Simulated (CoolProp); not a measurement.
Vapour-liquid equilibrium of o-xylene (1) + n-decane (2) at 360.4 K; x and y are mole fractions of (1).

Computed with CoolProp (multi-fluid Helmholtz-energy mixture model, Zhou 2012 and Lemmon 2006; pair parameters Bell 2016).

```
x     bubble pressure, mixture model (bar)  bubble pressure, Raoult's law (bar)  y, mixture model  y, Raoult's law
----  ------------------------------------  -----------------------------------  ----------------  ---------------
0.05                               0.06184                              0.06187             0.134            0.135
0.2                                0.07868                              0.07855             0.426            0.426
0.35                               0.09557                              0.09522             0.615            0.616
0.5                                 0.1123                               0.1119             0.747            0.748
0.65                                0.1290                               0.1286             0.845            0.847
0.8                                 0.1455                               0.1453             0.921            0.922
0.95                                0.1620                               0.1619             0.982            0.983
```

The largest gap from Raoult's law is +0.4 % in bubble pressure, at x = 0.5. No azeotrope shows between x = 0.05 and 0.95.

The pair parameters rest on a limited set of measurements; away from them the model extrapolates.
